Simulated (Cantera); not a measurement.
**Halide evaporation, hydrolysis and transport: MgCl₂ + O₂ + N₂**

Feed: 1 mol MgCl₂, 2.8 mol O₂, 5.2 mol N₂, equilibrated at 1700 °C and 0.00133 bar.

Equilibrium computed with Cantera from the NASA thermochemical tables; the gas is ideal and each condensed phase is pure. Candidate condensed phases: Mg, MgCl₂, MgO; 18 gas species. Equilibrium is a limit: real reactors are often held back by kinetics, nucleation or transport.

```json
{
 "x(N₂)": "0.550",
 "x(O₂)": "0.253",
 "x(Cl)": "0.152",
 "x(MgCl₂)": "0.0301",
 "x(O)": "0.00747",
 "x(NO)": "0.00651",
 "x(MgCl)": "0.000101",
 "x(Mg)": "9.85e-5",
 "x(Cl₂)": "7.01e-5",
 "n(MgO(s))": "0.715 mol",
 "gas_amount": "9.395 mol",
 "log10 activity of Mg(l) (absent)": "-8.35"
}
```
